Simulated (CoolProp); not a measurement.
Vapour-liquid equilibrium of 1-butene (1) + acetone (2) at 370.4 K; x and y are mole fractions of (1).

Model: multi-fluid Helmholtz-energy mixture model, Lemmon 2005 and Lemmon 2006; pair parameters Bell 2016, in CoolProp.

| x | bubble pressure (MPa) | y at the bubble point | dew pressure at overall composition x (MPa) | liquid density (mol/L) |
|---|---|---|---|---|
| 0.05 | 0.4778 | 0.283 | (withheld) | 11.81 |
| 0.2 | 0.8134 | 0.606 | (withheld) | 11.21 |
| 0.35 | 1.060 | 0.722 | (withheld) | 10.63 |
| 0.5 | (withheld) | 0.787 | 0.6639 | 10.06 |
| 0.65 | 1.386 | 0.838 | 0.8955 | (withheld) |
| 0.8 | 1.521 | 0.893 | 1.279 | 9.043 |
| 0.95 | 1.653 | 0.968 | 1.627 | 8.639 |

What belongs in the gaps?


- 0.05, dew pressure at overall composition x (MPa): 0.3647
- 0.2, dew pressure at overall composition x (MPa): 0.4307
- 0.35, dew pressure at overall composition x (MPa): 0.5235
- 0.5, bubble pressure (MPa): 1.240
- 0.65, liquid density (mol/L): 9.527

No azeotrope shows between x = 0.05 and 0.95.

Pair parameters are fitted to limited data, so mixtures are less certain than the pure fluids.
